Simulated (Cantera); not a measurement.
Input (Python, Cantera):

```python
import numpy as np
import cantera as ct

gas = ct.Solution("gri30.yaml")
gas.TPX = 1750, 130000, {'CH4': 1, 'CO': 0.35, 'O2': 3.52, 'N2': 21.1, 'CO2': 0.87}
reactor = ct.IdealGasReactor(gas, energy="on", clone=False)
net = ct.ReactorNet([reactor])
net.rtol, net.atol = 1e-08, 1e-16
show = ['CH4', 'CO', 'O2', 'O', 'NO']
times = np.geomspace(4e-06, 0.3, 14)

steps = ct.SolutionArray(gas, extra=["t"])
rows = []
print(f"{'t/s':>10s}{'T/K':>9s}{'P/Pa':>11s}" + "".join(f"{s:>11s}" for s in show))
for t in times:
    while net.time < t:
        t_next = net.step()
        steps.append(gas.state, t=t_next)
    rows.append([np.interp(t, steps.t, y) for y in (steps.T, steps.P, *steps(*show).X.T)])
    print(f"{t:10.3e}{rows[-1][0]:9.1f}{rows[-1][1]:11.4g}" + "".join(f"{x:11.3e}" for x in rows[-1][2:]))
rate = np.gradient(steps.T, steps.t)
print("integrator steps:", len(steps.t))
if steps.T.max() > steps.T[0] + 200:
    print(f"time of steepest temperature rise: {steps.t[rate.argmax()]:.4e} s")
gas.TPX = 1750, 130000, {'CH4': 1, 'CO': 0.35, 'O2': 3.52, 'N2': 21.1, 'CO2': 0.87}
gas.equilibrate("UV")
print(f"equilibrium (UV): T = {gas.T:.1f} K  " + "  ".join(f"{s} {gas[s].X[0]:.3e}" for s in show))
```

Result:

```
       t/s      T/K       P/Pa        CH4         CO         O2          O         NO
 4.000e-06   1749.9    1.3e+05  3.725e-02  1.304e-02  1.311e-01  2.842e-07  4.640e-13
 9.486e-06   1749.9    1.3e+05  3.722e-02  1.304e-02  1.311e-01  3.797e-07  1.526e-12
 2.249e-05   1749.7    1.3e+05  3.715e-02  1.304e-02  1.311e-01  6.688e-07  5.503e-12
 5.334e-05   1749.9    1.3e+05  3.679e-02  1.304e-02  1.309e-01  1.931e-06  2.788e-11
 1.265e-04   1780.0  1.325e+05  3.041e-02  1.461e-02  1.264e-01  3.231e-05  1.204e-09
 3.000e-04   2518.9  1.894e+05  1.178e-17  1.857e-02  5.486e-02  6.061e-03  3.509e-04
 7.114e-04   2602.1  1.946e+05  1.055e-17  1.356e-02  5.270e-02  3.947e-03  1.573e-03
 1.687e-03   2599.0  1.943e+05  1.041e-17  1.338e-02  5.147e-02  3.802e-03  4.075e-03
 4.000e-03   2592.2  1.938e+05  1.020e-17  1.322e-02  4.956e-02  3.617e-03  8.051e-03
 9.486e-03   2586.0  1.932e+05  1.001e-17  1.309e-02  4.786e-02  3.457e-03  1.157e-02
 2.250e-02   2584.4  1.931e+05  9.962e-18  1.305e-02  4.740e-02  3.415e-03  1.252e-02
 5.335e-02   2584.3  1.931e+05  9.960e-18  1.305e-02  4.739e-02  3.413e-03  1.255e-02
 1.265e-01   2584.3  1.931e+05  9.960e-18  1.305e-02  4.739e-02  3.413e-03  1.255e-02
 3.000e-01   2584.3  1.931e+05  9.960e-18  1.305e-02  4.739e-02  3.413e-03  1.255e-02
integrator steps: 1607
time of steepest temperature rise: 1.5385e-04 s
equilibrium (UV): T = 2584.3 K  CH4 1.429e-17  CO 1.305e-02  O2 4.739e-02  O 3.413e-03  NO 1.255e-02
```

Cantera simulation using GRI-Mech 3.0 (53 species, 325 reactions); the numbers are that mechanism's predictions, not measurements.
